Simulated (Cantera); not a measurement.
An adiabatic, constant-volume homogeneous reactor starts with CH₄ : O₂ : N₂ = 0.47 : 2 : 13.2 (molar parts), at 1475 K and 11.0 bar.

Cantera simulation using GRI-Mech 3.0 (53 species, 325 reactions); the numbers are that mechanism's predictions, not measurements.

x: mole fraction; the columns are a selection and need not sum to one.

```
t (s)     T (K)  P (bar)   x CH₄    x O₂    x NO₂    x CH₂O    x C₂H₆     x CO₂
--------  -----  -------  ------  ------  -------  --------  --------  --------
1.00e-6    1475     11.0  0.0300   0.128   <1e-12   3.74e-9  6.23e-12    <1e-12
3.16e-6    1475     11.0  0.0300   0.128   <1e-12   4.22e-8  2.40e-10  3.66e-12
1.00e-5    1475     11.0  0.0300   0.128   <1e-12         ?         ?  1.29e-10
3.16e-5    1475     11.0  0.0300   0.128   <1e-12   9.12e-6   9.50e-7   9.56e-9
0.000100   1477     11.0  0.0296   0.127   <1e-12  0.000159   6.50e-5   8.10e-7
0.000316   2286     17.1  <1e-12  0.0671  1.09e-7    <1e-12    <1e-12    0.0296
0.00100    2286     17.1  <1e-12  0.0670  7.20e-7    <1e-12    <1e-12    0.0297
0.00316    2284     17.1  <1e-12  0.0667  2.56e-6    <1e-12    <1e-12    0.0297
0.0100     2279     17.0  <1e-12  0.0658  7.44e-6    <1e-12    <1e-12    0.0297
0.0316     2270     16.9  <1e-12  0.0641        ?    <1e-12    <1e-12    0.0297
0.100      2264     16.9  <1e-12  0.0631  2.14e-5    <1e-12    <1e-12    0.0297
0.316      2264     16.9  <1e-12  0.0631  2.17e-5    <1e-12    <1e-12    0.0297
1.00       2264     16.9  <1e-12  0.0631  2.17e-5    <1e-12    <1e-12    0.0297
```

**Question.** Fill in the missing entries.

**Answer.** 
- 1.00e-5, x CH₂O: 5.31e-7
- 1.00e-5, x C₂H₆: 1.14e-8
- 0.0316, x NO₂: 1.61e-5
